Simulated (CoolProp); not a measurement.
Vapour-liquid equilibrium of R22 (1) + R11 (2) at 0.00969 MPa; x and y are mole fractions of (1).

The numbers come from the multi-fluid Helmholtz-energy mixture model, Kamei 1995 and Jacobsen 1992; pair parameters Bell 2016 in CoolProp.

| x | bubble temperature (°C) | y at the bubble point | dew temperature at overall composition x (°C) | liquid density (mol/L) |
|---|---|---|---|---|
| 0.05 | -48.1 | 0.702 | -30.0 | 12.10 |
| 0.125 | -59.9 | 0.882 | -31.4 | 12.57 |
| 0.2 | -65.7 | 0.930 | -32.9 | 12.96 |
| 0.275 | -69.1 | 0.950 | -34.5 | 13.33 |
| 0.35 | -71.4 | 0.962 | -36.3 | 13.70 |
| 0.425 | -73.1 | 0.969 | -38.3 | 14.07 |
| 0.5 | -74.4 | 0.975 | -40.4 | 14.46 |
| 0.575 | -75.6 | 0.979 | -42.9 | 14.86 |
| 0.65 | -76.6 | 0.983 | -45.8 | 15.28 |
| 0.725 | -77.5 | 0.987 | -49.2 | 15.73 |
| 0.8 | -78.4 | 0.990 | -53.5 | 16.20 |
| 0.875 | -79.4 | 0.994 | -59.3 | 16.69 |
| 0.95 | -80.3 | 0.997 | -69.0 | 17.22 |

No azeotrope shows between x = 0.05 and 0.95.

The pair parameters rest on a limited set of measurements; away from them the model extrapolates.
